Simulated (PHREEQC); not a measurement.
Solution (25 °C): 0.014 mol/kgw HF, 0.00066 mol/kgw H2SiF6, 0.28 mol/kgw H3BO3 and 0.00022 mol/kgw HNO3. Closed to the air; pH follows from the charge balance.

Computed with PHREEQC (ion-association model, phreeqc.dat).

Each row changes one thing in this solution. Precipitation was switched off in this run.

```csv
case,pH,ionic strength (mol/kgw),HF (mol/kgw),F- (mol/kgw),HF2- (mol/kgw)
as made,2.29,0.00545,0.00106,0.000151,6.11e-7
diluted 10-fold with water,3.12,0.000786,0.000491,0.000443,8.34e-7
0.033 mol/kgw NaF added,5.18,0.0328,0.000123,0.0151,7.16e-6
H2SiF6 replaced by LiF at the same molality,2.43,0.00465,0.000912,0.000176,6.15e-7
temperature from 25 to 65 °C,2.30,0.00541,0.00237,0.000159,1.66e-6
HF from 0.014 to 0.0014 mol/kgw,2.70,0.00208,0.000542,0.000192,3.99e-7
H3BO3 left out,2.44,0.00457,0.0115,0.00227,0.000100
```

Complexes and solids missing from the database can't appear. Some of these states are supersaturated (in Quartz (slow to form), Chalcedony (slow to form), for instance). At this temperature some constants are extrapolated from 25 °C, and those without enthalpy data are left unchanged. SiF6-2 is the database's only silicon fluoride. Real BF4- forms and hydrolyses slowly; the run takes it at equilibrium.
